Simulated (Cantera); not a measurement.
## Thermodynamics of halide evaporation, hydrolysis and transport, feed BaF2 + HF + H2 + H2O

Charge: 1 mol BaF2, 0.091 mol HF, 270 mol H2, 0.00045 mol H2O, held at 1.00 Pa.

Cantera equilibrium calculation (NASA polynomials, part measured and part estimated; ideal gas, pure solids and liquids). Candidate condensed phases: Ba, BaF2, BaO, Ba(OH)2, H2O; 27 gas species. Kinetics and transport are ignored.

From 1473 K to 1773 K nothing is condensed. The main Ba-bearing gas is BaF throughout.

```json
[
 {"T (K)": "1473", "x H2": "0.990", "x H": "0.00398", "x HF": "0.00275", "x BaF": "0.00223", "x BaF2": "0.00135"},
 {"T (K)": "1498", "x H2": "0.988", "x H": "0.00540", "x HF": "0.00295", "x BaF": "0.00238", "x BaF2": "0.00118"},
 {"T (K)": "1523", "x H2": "0.986", "x H": "0.00726", "x HF": "0.00315", "x BaF": "0.00250", "x BaF2": "0.00101"},
 {"T (K)": "1548", "x H2": "0.983", "x H": "0.00966", "x HF": "0.00335", "x BaF": "0.00259", "x BaF2": "0.000862"},
 {"T (K)": "1573", "x H2": "0.980", "x H": "0.0127", "x HF": "0.00353", "x BaF": "0.00266", "x BaF2": "0.000728"},
 {"T (K)": "1598", "x H2": "0.976", "x H": "0.0166", "x HF": "0.00371", "x BaF": "0.00270", "x BaF2": "0.000611"},
 {"T (K)": "1623", "x H2": "0.971", "x H": "0.0215", "x HF": "0.00389", "x BaF": "0.00271", "x BaF2": "0.000509"},
 {"T (K)": "1648", "x H2": "0.965", "x H": "0.0277", "x HF": "0.00406", "x BaF": "0.00269", "x BaF2": "0.000421"},
 {"T (K)": "1673", "x H2": "0.957", "x H": "0.0352", "x HF": "0.00422", "x BaF": "0.00265", "x BaF2": "0.000347"},
 {"T (K)": "1698", "x H2": "0.948", "x H": "0.0445", "x HF": "0.00438", "x BaF": "0.00258", "x BaF2": "0.000284"},
 {"T (K)": "1723", "x H2": "0.936", "x H": "0.0558", "x HF": "0.00453", "x BaF": "0.00248", "x BaF2": "0.000232"},
 {"T (K)": "1748", "x H2": "0.922", "x H": "0.0694", "x HF": "0.00468", "x BaF": "0.00237", "x BaF2": "0.000188"},
 {"T (K)": "1773", "x H2": "0.906", "x H": "0.0856", "x HF": "0.00482", "x BaF": "0.00224", "x BaF2": "0.000152"}
]
```
x: gas mole fraction; nothing condenses.
